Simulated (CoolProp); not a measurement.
Vapour-liquid equilibrium of R22 (1) + C3F8 (R218) (2) at 1.05 MPa; x and y are mole fractions of (1).

Computed with CoolProp (multi-fluid Helmholtz-energy mixture model, Kamei 1995 and Lemmon 2006; pair parameters Bell 2016).

| x | bubble temperature (°C) | y at the bubble point | dew temperature at overall composition x (°C) | liquid density (mol/L) |
|---|---|---|---|---|
| 0.05 | 29.6 | 0.093 | 30.8 | 7.030 |
| 0.15 | 25.3 | 0.247 | 28.0 | 7.494 |
| 0.25 | 22.2 | 0.363 | 25.2 | 7.972 |
| 0.35 | 20.2 | 0.451 | 22.6 | 8.483 |
| 0.45 | 19.0 | 0.521 | 20.3 | 9.045 |
| 0.55 | 18.4 | 0.580 | 18.7 | 9.678 |
| 0.65 | 18.3 | 0.637 | 18.4 | 10.40 |
| 0.75 | 18.8 | 0.698 | 19.5 | 11.23 |
| 0.85 | 20.0 | 0.779 | 21.5 | 12.17 |
| 0.95 | 22.8 | 0.905 | 23.9 | 13.22 |

y crosses x between x = 0.55 and 0.65: the model has an azeotrope there.

The pair parameters rest on a limited set of measurements; away from them the model extrapolates.
